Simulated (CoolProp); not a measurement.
Vapour pressure (MPa) of nitrogen: the reference equation beside estimates from Tc = -147.0 °C, pc = 3.396 MPa, ω = 0.037. Clausius-Clapeyron is anchored at -176.85 °C with a constant enthalpy of vaporisation of 4.730 kJ/mol.

Model: reference Helmholtz-energy equation of state, Span 2000, in CoolProp.

```
T (°C)   reference  Lee-Kesler  Clausius-Clapeyron  van der Waals  Redlich-Kwong  Soave-Redlich-Kwong  Peng-Robinson
-------  ---------  ----------  ------------------  -------------  -------------  -------------------  -------------
-179.75     0.4771      0.4775              0.4965         0.8993         0.4673               0.4791         0.4784
-176.85     0.5964      0.5969              0.5964          1.043         0.5912               0.6002         0.5980
-174.05     0.7308      0.7312              0.7047          1.194         0.7309               0.7368         0.7329
-171.25     0.8857      0.8857              0.8251          1.359         0.8921               0.8943         0.8886
-168.35      1.070       1.069              0.9630          1.544          1.083                1.082          1.074
-165.55      1.272       1.270               1.109          1.737          1.292                1.287          1.277
-162.65      1.509       1.506               1.274          1.952          1.536                1.528          1.516
-159.85      1.766       1.763               1.447          2.175          1.799                1.788          1.776
-157.05      2.054       2.050               1.633          2.412          2.091                2.078          2.066
-154.15      2.387       2.384               1.840          2.674          2.424                2.412          2.400
-151.35      2.746       2.744               2.054          2.943          2.777                2.767          2.759
```

Absolute difference from the reference over all 11 rows, mean and median: Lee-Kesler 0.1 and 0.1 %, Clausius-Clapeyron 12.7 and 12.8 %, van der Waals 40.9 and 36.6 %, Redlich-Kwong 1.3 and 1.6 %, Soave-Redlich-Kwong 1.0 and 1.0 %, Peng-Robinson 0.4 and 0.4 %.
